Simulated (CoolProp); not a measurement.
A single-stage vapour-compression cycle with n-perfluorobutane: evaporating at 243.15 K (dew point), condensing at 289.15 K (bubble point), superheat 8 K, subcooling 2 K, compressor efficiency 0.9, no pressure losses. Each further row changes one setting.

Model: reference Helmholtz-energy equation of state, Gao 2022, in CoolProp.

| case | cooling COP | pressure ratio | discharge temperature (K) | refrigerating effect (kJ/kg) | volumetric capacity (kJ/m³) |
|---|---|---|---|---|---|
| as stated | 3.44 | 7.08 | 289.1 | 64.5 | 209 |
| evaporating temperature 248.15 K | 4.14 | 5.48 | 289.1 | 68.4 | 282 |
| condensing temperature 284.15 K | 4.09 | 5.94 | 284.1 | 70.1 | 227 |
| subcooling 7 K | 3.74 | 7.08 | 289.1 | 70.1 | 227 |
| superheat 18 K | 3.65 | 7.08 | 289.1 | 72.6 | 226 |
| compressor efficiency 0.8 | 3.06 | 7.08 | 289.1 | 64.5 | 209 |

The compression ends wet for: as stated; evaporating temperature 248.15 K; condensing temperature 284.15 K; subcooling 7 K; superheat 18 K; compressor efficiency 0.8.
